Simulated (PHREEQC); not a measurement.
**Metal-bearing waste water: an equilibrium model**

Consider water at 20 °C with 0.0019 mol/kgw ZnSO4, 0.00014 mol/kgw ZnCl2, 0.00011 mol/kgw NaF and 0.00043 mol/kgw NaCl. Closed to the air; pH follows from the charge balance.

Equilibrium calculation in PHREEQC: ion-association model, wateq4f.dat.

This is a speciation only: nothing precipitates in the calculation.

**Question.** Predict the pH, ionic strength.

**Answer.** pH 6.05; ionic strength 0.00730 mol/kgw.

**Question.** In which forms is Zn present?

**Answer.** Zn+2 84 %, ZnSO4 15 % of the Zn.

Species that the database lacks are ignored.
